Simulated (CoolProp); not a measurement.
Vapour-liquid equilibrium of m-xylene (1) + n-decane (2) at 0.0043 bar; x and y are mole fractions of (1).

Values from CoolProp's multi-fluid Helmholtz-energy mixture model, Zhou 2012 and Lemmon 2006; pair parameters Bell 2016.

```json
[
 {"x": "0.05", "bubble temperature (K)": "307.3", "y at the bubble point": "(withheld)", "dew temperature at overall composition x (K)": "310.5", "liquid density (mol/L)": "5.156"},
 {"x": "0.125", "bubble temperature (K)": "(withheld)", "y at the bubble point": "0.487", "dew temperature at overall composition x (K)": "309.4", "liquid density (mol/L)": "5.339"},
 {"x": "0.2", "bubble temperature (K)": "299.4", "y at the bubble point": "0.626", "dew temperature at overall composition x (K)": "308.2", "liquid density (mol/L)": "5.525"},
 {"x": "0.275", "bubble temperature (K)": "296.7", "y at the bubble point": "(withheld)", "dew temperature at overall composition x (K)": "307.0", "liquid density (mol/L)": "5.718"},
 {"x": "0.35", "bubble temperature (K)": "294.4", "y at the bubble point": "0.781", "dew temperature at overall composition x (K)": "305.6", "liquid density (mol/L)": "5.919"},
 {"x": "0.425", "bubble temperature (K)": "292.5", "y at the bubble point": "0.830", "dew temperature at overall composition x (K)": "304.2", "liquid density (mol/L)": "6.129"},
 {"x": "0.5", "bubble temperature (K)": "290.8", "y at the bubble point": "0.867", "dew temperature at overall composition x (K)": "302.5", "liquid density (mol/L)": "6.351"},
 {"x": "0.575", "bubble temperature (K)": "289.3", "y at the bubble point": "0.898", "dew temperature at overall composition x (K)": "(withheld)", "liquid density (mol/L)": "6.586"},
 {"x": "0.65", "bubble temperature (K)": "(withheld)", "y at the bubble point": "0.923", "dew temperature at overall composition x (K)": "298.7", "liquid density (mol/L)": "6.834"},
 {"x": "0.725", "bubble temperature (K)": "286.6", "y at the bubble point": "0.944", "dew temperature at overall composition x (K)": "296.4", "liquid density (mol/L)": "7.097"},
 {"x": "0.8", "bubble temperature (K)": "285.5", "y at the bubble point": "0.962", "dew temperature at overall composition x (K)": "293.7", "liquid density (mol/L)": "7.378"},
 {"x": "0.875", "bubble temperature (K)": "284.4", "y at the bubble point": "0.978", "dew temperature at overall composition x (K)": "(withheld)", "liquid density (mol/L)": "7.677"},
 {"x": "0.95", "bubble temperature (K)": "283.3", "y at the bubble point": "0.992", "dew temperature at overall composition x (K)": "286.3", "liquid density (mol/L)": "7.998"}
]
```

**Question.** Complete the blanks.

**Answer.** 
- 0.05, y at the bubble point: 0.257
- 0.125, bubble temperature (K): 302.8
- 0.275, y at the bubble point: 0.717
- 0.575, dew temperature at overall composition x (K): 300.8
- 0.65, bubble temperature (K): 287.9
- 0.875, dew temperature at overall composition x (K): 290.4

No azeotrope shows between x = 0.05 and 0.95.

The pair parameters rest on a limited set of measurements; away from them the model extrapolates.
